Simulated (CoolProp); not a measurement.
Vapour-liquid equilibrium of R1234yf (1) + R1234ze(E) (2) at 27.25 °C; x and y are mole fractions of (1).

Model: multi-fluid Helmholtz-energy mixture model, Lemmon 2022 and Thol 2016; pair parameters Bell 2022, in CoolProp.

**Question.** Give the bubble pressure and the first vapour's composition at x = 0.2, 0.35, 0.575. Is there an azeotrope?

**Answer.** x = 0.2: 5.767 bar, y = 0.248; x = 0.35: 6.064 bar, y = 0.411; x = 0.575: 6.486 bar, y = 0.632. No azeotrope shows between x = 0.05 and 0.95.

Pair parameters are fitted to limited data, so mixtures are less certain than the pure fluids.
